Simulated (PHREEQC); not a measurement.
Make-up at 18 °C and 10 atm: 0.0039 mol HCl, 0.064 mol MnSO4 and 0.00038 mol MgSO4 per kg of water. Closed to the air; pH follows from the charge balance.

Computed with PHREEQC (ion-association model, phreeqc.dat).

No solid was allowed to form.

**Question.** Predict the pH, ionic strength, density.

**Answer.** pH 2.82; ionic strength 0.157 mol/kgw; density 1.008 g/cm³.

**Question.** In which forms is S present?

**Answer.** SO4-2 58 %, MnSO4 39 %, HSO4- 3.1 % of the S.

Species that the database lacks are ignored.
